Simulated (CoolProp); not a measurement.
Vapour-liquid equilibrium of toluene (1) + ethylbenzene (2) at 0.00466 MPa; x and y are mole fractions of (1).

Computed with CoolProp (multi-fluid Helmholtz-energy mixture model, Lemmon 2006 and Zhou 2012; pair parameters Bell 2016).

Problem. Give the bubble temperature and the first vapour's composition at x = 0.35, 0.575, 0.725. Is there an azeotrope?

Solution. x = 0.35: 313.6 K, y = 0.585; x = 0.575: 309.1 K, y = 0.785; x = 0.725: 306.5 K, y = 0.882. No azeotrope shows between x = 0.05 and 0.95.

The pair parameters rest on a limited set of measurements; away from them the model extrapolates.
